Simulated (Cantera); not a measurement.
An isothermal, constant-pressure homogeneous reactor starts with H₂ : O₂ = 0.13 : 1 (molar parts), equivalence ratio 0.065, at 1325 K and 0.0133 bar.

Detailed kinetics in Cantera: GRI-Mech 3.0 (53 species, 325 reactions). Radical loss at walls, strong at low pressure, is not modelled. The temperature is held fixed by assumption; the heat of reaction is taken as removed at once.

x: mole fraction; the columns are a selection and need not sum to one.

```tsv
t (s)	x H₂	x O₂	x H₂O	x O	x H₂O₂	x OH	x H
0.000400	0.115	0.885	3.40e-5	1.84e-5	?	1.36e-5	1.58e-5
0.00114	0.00923	0.810	0.0848	0.0538	?	0.0126	0.0296
0.00325	0.00356	0.807	0.0955	0.0606	1.50e-7	0.00950	0.0238
0.00928	0.00300	0.821	0.101	0.0491	1.55e-7	0.00878	0.0175
0.0265	0.00180	0.846	0.110	0.0278	1.54e-7	0.00690	0.00757
0.0755	0.000539	0.868	0.118	0.00799	?	0.00382	0.00117
0.215	8.72e-5	0.876	0.121	0.00128	?	0.00154	7.50e-5
0.615	1.33e-5	0.877	0.122	0.000195	?	0.000605	4.49e-6
1.75	2.55e-6	0.878	0.122	3.74e-5	?	0.000265	3.76e-7
5.00	6.21e-7	0.878	0.122	9.15e-6	?	0.000131	4.55e-8
```

Q: Some entries are withheld; supply them.

A: 
- 0.000400, x H₂O₂: 1.56e-9
- 0.00114, x H₂O₂: 2.30e-7
- 0.0755, x H₂O₂: 1.14e-7
- 0.215, x H₂O₂: 5.23e-8
- 0.615, x H₂O₂: 1.88e-8
- 1.75, x H₂O₂: 6.41e-9
- 5.00, x H₂O₂: 2.28e-9
